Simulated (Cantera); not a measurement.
An isothermal, constant-pressure homogeneous reactor starts with 0.614 % H₂, 69.0 % O₂, 27.6 % N₂, 2.83 % H₂O, equivalence ratio 0.0044, at 1248 K and 2.78 Torr.

Cantera simulation using GRI-Mech 3.0 (53 species, 325 reactions); the numbers are that mechanism's predictions, not measurements. Radical loss at walls, strong at low pressure, is not modelled.

Question: Predict: x(H₂) at 40.0 s; x(O₂) at 40.0 s; x(NO) at 40.0 s; x(H) at 40.0 s; x(H₂O) at 40.0 s; x(H₂O₂) at 40.0 s; x(N₂O) at 40.0 s.

Answer: 
```
Property                                             Result
-----------------  ----------------------------------------
x(H₂) at 40.0 s     8.69e-7 (gas-phase equilibrium 2.28e-8)
x(O₂) at 40.0 s         0.689 (gas-phase equilibrium 0.689)
x(NO) at 40.0 s    1.73e-8 (gas-phase equilibrium 0.000300)
x(H) at 40.0 s      2.73e-7 (gas-phase equilibrium 1.17e-9)
x(H₂O) at 40.0 s      0.0345 (gas-phase equilibrium 0.0345)
x(H₂O₂) at 40.0 s  1.10e-9 (gas-phase equilibrium 6.31e-11)
x(N₂O) at 40.0 s   2.89e-9 (gas-phase equilibrium 7.37e-10)
```
